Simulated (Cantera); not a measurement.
Input: 1 mol SiF4, 0.76 mol NO, 6.6 mol N2, held at 625 K and 0.133 bar.

Cantera equilibrium calculation (NASA polynomials, part measured and part estimated; ideal gas, pure solids and liquids). Candidate condensed phases: Si, SiO2, Si2N2O, Si3N4; 28 gas species. Equilibrium is a limit: real reactors are often held back by kinetics, nucleation or transport.

Base state: N2 0.835, SiF4 0.120, O2 0.0455 (mole fractions); condensed: gas only.

What changes in the equilibrium state with this change: NO from 0.76 to 1.2 mol?


| species | before | after |
|---|---|---|
| N2 | 0.835 | 0.818 |
| SiF4 | 0.120 | 0.114 |
| O2 | 0.0455 | 0.0682 |
